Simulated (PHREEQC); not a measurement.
Make-up at 45 °C: 0.19 mol KH2PO4 and 0.0093 mol NH3 per kg of water. Closed to the air; pH follows from the charge balance.

Computed with PHREEQC (ion-association model, phreeqc.dat).

No solid was allowed to form.

### Question
Estimate the pH.

### Answer
pH 5.42.

### Question
In which forms is P present?

### Answer
H2PO4- 95 %, HPO4-2 4.5 % of the P.

Constants without temperature data keep their 25 °C values here.
